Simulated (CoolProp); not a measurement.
Cyclohexane along the isobar 125 bar: fugacity coefficient from the reference equation and from simpler models built on Tc = 280.5 °C, pc = 40.81 bar, ω = 0.209; each cubic takes its own stable root.

The numbers come from the reference Helmholtz-energy equation of state, Zhou 2014 in CoolProp.

| T (°C) | phase | reference |
|---|---|---|
| 210.45 | liquid | 0.1490 |
| 218.55 | liquid | 0.1641 |
| 226.65 | liquid | 0.1799 |
| 234.85 | liquid | 0.1965 |
| 242.95 | liquid | 0.2136 |
| 251.05 | liquid | 0.2311 |
| 259.15 | liquid | 0.2492 |
| 267.35 | liquid | 0.2680 |
| 275.45 | liquid | 0.2869 |

**Question.** How far does each simpler model (van der Waals, Redlich-Kwong, Soave-Redlich-Kwong) lie from the reference over these 9 states: mean and median of the absolute difference, and the worst?

**Answer.** 
- van der Waals: mean 40.8 %, median 39.0 %, worst +64.5 % at 210.45 °C and 125 bar
- Redlich-Kwong: mean 11.2 %, median 10.9 %, worst +16.8 % at 210.45 °C and 125 bar
- Soave-Redlich-Kwong: mean 5.4 %, median 5.4 %, worst +5.7 % at 275.45 °C and 125 bar
